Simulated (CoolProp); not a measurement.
A single-stage vapour-compression cycle with propane: evaporating at 208.15 K (dew point), condensing at 242.15 K (bubble point), superheat 10 K, subcooling 5 K, compressor efficiency 0.85, no pressure losses. Each further row changes one setting.

Values from CoolProp's reference Helmholtz-energy equation of state, Lemmon 2009.

```tsv
case	cooling COP	pressure ratio	discharge temperature (K)	refrigerating effect (kJ/kg)	volumetric capacity (kJ/m³)
as stated	4.69	4.96	278.8	398	319
evaporating temperature 213.15 K	5.74	3.78	273.8	___	___
condensing temperature 237.15 K	5.60	4.05	___	409	328
subcooling 10 K	4.83	4.96	278.8	409	328
superheat 20 K	4.65	4.96	___	411	315
compressor efficiency 0.75	___	4.96	285.7	398	319
```

Fill in the missing entries.


- evaporating temperature 213.15 K, refrigerating effect (kJ/kg): 404
- evaporating temperature 213.15 K, volumetric capacity (kJ/m³): 417
- condensing temperature 237.15 K, discharge temperature (K): 270.9
- superheat 20 K, discharge temperature (K): 289.5
- compressor efficiency 0.75, cooling COP: 4.14
